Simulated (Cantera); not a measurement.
Source: NASA polynomial tables (part measured, part estimated), evaluated in Cantera. Values are per mole of reaction as written; species without (g) are pure solids or liquids, kept so even where they would boil at 1 bar.

2 V + 5 H2O(g) = 10 H(g) + V2O5, with ΔH° = 1838.7 kJ and ΔS° = 276.5 J/K at 300 K.

Question: How far is the shortcut ΔG° ≈ ΔH°(300 K) − T·ΔS°(300 K) from the full temperature-dependent value at 473, 523, 573, 623, 673, 723, 773, 823, 873, 923 K?

Answer: 
```
T (K)  shortcut (kJ)  full (kJ)  difference (kJ)  difference in log10 K
-----  -------------  ---------  ---------------  ---------------------
473           1707.9     1702.5              5.5                  -0.60
523           1694.1     1685.3              8.8                  -0.88
573           1680.3     1667.5             12.8                  -1.17
623           1666.5     1649.0             17.4                  -1.46
673           1652.6     1630.0             22.6                  -1.76
723           1638.8     1610.5             28.3                  -2.05
773           1625.0     1590.5             34.5                  -2.33
823           1611.2     1570.0             41.1                  -2.61
873           1597.3     1549.2             48.2                  -2.88
923           1583.5     1528.0             55.6                  -3.14
```
The shortcut ignores the heat-capacity change of the reaction.
